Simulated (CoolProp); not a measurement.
Saturation properties of CH2F2 (R32) (Tc = 351.3 K, pc = 57.83 bar, ω = 0.277).

Computed with CoolProp (reference Helmholtz-energy equation of state, Tillner-Roth 1997).

```
T (K)  p (bar)  surface tension (mN/m)  vapour viscosity (µPa s)
-----  -------  ----------------------  ------------------------
232.9    1.754                    18.4                      10.4
243.2    2.740                    16.5                      10.9
253.5    4.111                    14.5                      11.4
263.8    5.959                    12.6                      11.9
274.1    8.381                    10.8                      12.4
284.4    11.49                    9.04                      12.9
294.7    15.39                    7.34                      13.5
305      20.22                    5.72                      14.2
315.3    26.11                    4.18                      15.1
325.6    33.23                    2.74                      16.2
```

It boils at 221.5 K under 1 atm.

Viscosity comes from a separate model (Bell 2016), an estimate that may be off by 10 % or more. Surface tension comes from a separate correlation (Mulero 2012).
